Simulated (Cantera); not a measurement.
Standard-state values (1 bar) from the NASA 1993 polynomials, evaluated with Cantera. Values are per mole of reaction as written; species without (g) are pure solids or liquids, kept so even where they would boil at 1 bar. TaC: taken at fixed stoichiometry.

Between 650 and 900 K, where is each reaction favourable under standard conditions?
- H(g) + TaC + N(g) = Ta + HCN(g)


- H(g) + TaC + N(g) = Ta + HCN(g): ΔG° is -365 kJ at 650 K and -344 kJ at 900 K; it stays negative (K > 1). ΔH° is -422 kJ and ΔS° -86 J/K at 900 K.
